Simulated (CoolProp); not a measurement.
Saturation properties of C2F6 (R116) (Tc = 293.0 K, pc = 3.048 MPa, ω = 0.257).

Computed with CoolProp (reference Helmholtz-energy equation of state, Lemmon 2006). It is a short technical equation, of lower accuracy than the large ones.

```
T (K)  p (MPa)  liquid cp (kJ/(kg K))  surface tension (mN/m)  liquid viscosity (µPa s)  vapour viscosity (µPa s)
-----  -------  ---------------------  ----------------------  ------------------------  ------------------------
197.3   0.1141                 0.9475                    10.7                       406                      9.22
202.3   0.1472                 0.9607                    10.1                       371                      9.45
207.3   0.1872                 0.9746                    9.40                       340                      9.67
212.3   0.2350                 0.9895                    8.73                       312                      9.89
217.3   0.2916                  1.005                    8.08                       287                      10.1
222.3   0.3579                  1.023                    7.43                       264                      10.3
227.3   0.4350                  1.041                    6.79                       243                      10.6
232.3   0.5239                  1.062                    6.16                       224                      10.8
```

It boils at 195.1 K under 1 atm.

Viscosity comes from a separate model (Huber 2003), an estimate that may be off by 10 % or more. Surface tension comes from a separate correlation (Mulero 2012).
